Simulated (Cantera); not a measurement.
Charge: 1 mol Cu2O, a varied amount of CO, 0.24 mol H2, held at 2350 °C and 250 Pa.

Equilibrium computed with Cantera from the NASA thermochemical tables; the gas is ideal and each condensed phase is pure. Candidate condensed phases: C, C6H6, C7H8, C8H18, Cu, CuO, Cu(OH)2, Cu2O, H2O; 113 gas species. Rates play no part.

x: gas mole fraction; nothing condenses.

```json
[
 {"n(CO) (mol)": "0.93", "x CO": "0.204", "x Cu": "0.506", "x O": "0.108", "x H": "0.0736", "x CO2": "0.0312", "x O2": "0.0440", "x OH": "0.0174"},
 {"n(CO) (mol)": "2.6", "x CO": "?", "x Cu": "?", "x O": "?", "x H": "?", "x CO2": "0.0454", "x O2": "?", "x OH": "?"},
 {"n(CO) (mol)": "4.2", "x CO": "?", "x Cu": "?", "x O": "?", "x H": "?", "x CO2": "0.0454", "x O2": "?", "x OH": "?"},
 {"n(CO) (mol)": "5.8", "x CO": "0.621", "x Cu": "0.229", "x O": "0.0485", "x H": "0.0428", "x CO2": "0.0425", "x O2": "0.00880", "x OH": "0.00454"},
 {"n(CO) (mol)": "7.4", "x CO": "0.677", "x Cu": "0.193", "x O": "0.0409", "x H": "0.0376", "x CO2": "0.0391", "x O2": "0.00627", "x OH": "0.00336"},
 {"n(CO) (mol)": "9", "x CO": "0.718", "x Cu": "0.168", "x O": "0.0354", "x H": "0.0335", "x CO2": "0.0359", "x O2": "0.00469", "x OH": "0.00259"},
 {"n(CO) (mol)": "11", "x CO": "0.757", "x Cu": "0.144", "x O": "0.0303", "x H": "0.0294", "x CO2": "0.0324", "x O2": "0.00343", "x OH": "0.00194"},
 {"n(CO) (mol)": "12", "x CO": "0.773", "x Cu": "0.134", "x O": "0.0282", "x H": "0.0277", "x CO2": "0.0308", "x O2": "0.00298", "x OH": "0.00171"},
 {"n(CO) (mol)": "14", "x CO": "0.799", "x Cu": "0.118", "x O": "0.0249", "x H": "0.0249", "x CO2": "0.0280", "x O2": "0.00231", "x OH": "0.00135"},
 {"n(CO) (mol)": "16", "x CO": "0.820", "x Cu": "0.106", "x O": "0.0222", "x H": "0.0226", "x CO2": "0.0257", "x O2": "0.00185", "x OH": "0.00109"}
]
```

Some entries are withheld; supply them.


- 2.6, x CO: 0.420
- 2.6, x Cu: 0.358
- 2.6, x O: 0.0764
- 2.6, x H: 0.0592
- 2.6, x O2: 0.0219
- 2.6, x OH: 0.00990
- 4.2, x CO: 0.541
- 4.2, x Cu: 0.279
- 4.2, x O: 0.0594
- 4.2, x H: 0.0498
- 4.2, x O2: 0.0132
- 4.2, x OH: 0.00646
